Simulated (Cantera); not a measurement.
An adiabatic, constant-volume homogeneous reactor starts with C2H4 : O2 : N2 : H2O = 1 : 2 : 7.52 : 0.58 (molar parts), at 1398 K and 3830 Torr.

Cantera simulation using GRI-Mech 3.0 (53 species, 325 reactions); the numbers are that mechanism's predictions, not measurements. GRI-Mech 3.0 was tuned for natural gas; its chemistry of ethylene as a main component is partial and can be far from experiment. Above 3000 K some thermodynamic fits are extrapolated.

Q: Predict: time of steepest temperature rise; temperature at 0.100 s; equilibrium temperature; x(O2) at 0.100 s; x(H2O) at 0.100 s; x(HCO) at 0.100 s; x(NO2) at 0.100 s; x(H2O2) at 0.100 s.

A: 
- time of steepest temperature rise = 17.4 µs
- temperature at 0.100 s = 3113 K
- equilibrium temperature = 3113 K
- x(O2) at 0.100 s = 0.00235 (gas-phase equilibrium 0.00235)
- x(H2O) at 0.100 s = 0.141 (gas-phase equilibrium 0.141)
- x(HCO) at 0.100 s = 1.50e-6 (gas-phase equilibrium 1.50e-6)
- x(NO2) at 0.100 s = 1.02e-6 (gas-phase equilibrium 1.02e-6)
- x(H2O2) at 0.100 s = 4.97e-7 (gas-phase equilibrium 4.97e-7)
